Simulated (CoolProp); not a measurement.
A simple Rankine cycle with cis-2-butene: condensing at 327.15 K, boiler at 3.08 MPa, turbine inlet 524 K, turbine efficiency 0.9, pump efficiency 0.8, no recuperator. Each further row changes one setting.

Values from CoolProp's reference Helmholtz-energy equation of state, Lemmon 2005. It is a short technical equation, of lower accuracy than the large ones.

```
case                             thermal efficiency (%)  net work (kJ/kg)  heat in (kJ/kg)  turbine exit temperature (K)  volume ratio over the turbine
-------------------------------  ----------------------  ----------------  ---------------  ----------------------------  -----------------------------
as stated                                          14.5               103              713                         458.8                           6.13
condensing temperature 319.15 K                    15.8               116              731                         452.1                           7.54
boiler pressure 2.16 MPa                           12.1              87.7              728                         473.4                           4.23
turbine efficiency 0.8                             12.8              91.4              713                         464.6                           6.22
```
